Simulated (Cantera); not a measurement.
# Equilibrium for calcination and drying: MgSO4 + O2

Input: 1 mol MgSO4, 0.07 mol O2, at 4.20 bar.

These are equilibrium values from Cantera (NASA tables, ideal gas, pure condensed phases), not measurements of a reactor. Candidate condensed phases: Mg, MgO, MgS, MgSO4, S; 14 gas species. Mutual solubility and eutectic melting of coexisting phases are not modelled. Kinetics and transport are ignored.

At 1150 K the condensed part is MgSO4(s). From 1225 K to 1375 K the condensed part is MgO(s) + MgSO4(s). At 1450 K the condensed part is MgO(s) + MgSO4(l). From 1525 K to 1900 K the condensed part is MgO(s).

| T (K) | log p O2 | log p SO2 | log p SO3 | log p O | n MgSO4(s) | n MgO(s) | n MgSO4(l) |
|---|---|---|---|---|---|---|---|
| 1150 | 0.62 | -3.32 | -3.41 | -7.77 | 1.000 | 0 | 0 |
| 1225 | 0.62 | -2.29 | -2.66 | -7.06 | 1.000 | 0.000122 | 0 |
| 1300 | 0.62 | -1.39 | -1.99 | -6.44 | 0.999 | 0.000865 | 0 |
| 1375 | 0.59 | -0.58 | -1.41 | -5.90 | 0.994 | 0.00564 | 0 |
| 1450 | 0.39 | 0.21 | -0.91 | -5.50 | 0 | 0.0756 | 0.924 |
| 1525 | 0.17 | 0.42 | -0.98 | -5.16 | 0 | 1.00 | 0 |
| 1600 | 0.18 | 0.42 | -1.13 | -4.75 | 0 | 1.00 | 0 |
| 1675 | 0.18 | 0.42 | -1.26 | -4.38 | 0 | 1.00 | 0 |
| 1750 | 0.18 | 0.42 | -1.39 | -4.04 | 0 | 1.00 | 0 |
| 1825 | 0.18 | 0.42 | -1.50 | -3.72 | 0 | 1.00 | 0 |
| 1900 | 0.18 | 0.42 | -1.61 | -3.43 | 0 | 1.00 | 0 |
log p: log10 of the partial pressure in bar; n: condensed amount in mol.
